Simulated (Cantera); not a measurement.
Input: 1 mol Si, 0.028 mol H2O, 450 mol N2.

These are equilibrium values from Cantera (NASA tables, ideal gas, pure condensed phases), not measurements of a reactor. Candidate condensed phases: H2O, Si, SiO2, Si2N2O, Si3N4; 35 gas species. N2 is the only nitrogen source here; it is nearly inert below about 1500 K, so the nitride shown seldom forms there in practice. Mutual solubility and eutectic melting of coexisting phases are not modelled. Rates play no part.

Stable condensed phases, one row left out:

```
T in K \ P in Pa
            0.10     1.5      22     320    4600   68000 1000000
   1750        A       A       A       B       C       D       D
   1700        A       A       A       C       C       D       D
   1650        A       A       B       C       C       D       D
   1600        A       A       B       C       D       D       D
   1550        A       A       C       C       D       D       D
   1450        A       B       C       D       D       D       D
   1400        B       C       C       D       D       D       D
   1350        B       C       D       D       D       D       D
   1300        C       C       D       D       D       D       D
   1250        C       D       D       D       D       D       D
   1200        D       D       D       D       D       D       D
```

A: gas only; B: Si; C: Si3N4; D: Si2N2O + Si3N4.

Problem. Give the row for 1500 K.

Solution. 0.10: gas only; 1.5: Si; 22: Si3N4; 320: Si3N4; 4600: Si2N2O + Si3N4; 68000: Si2N2O + Si3N4; 1000000: Si2N2O + Si3N4.
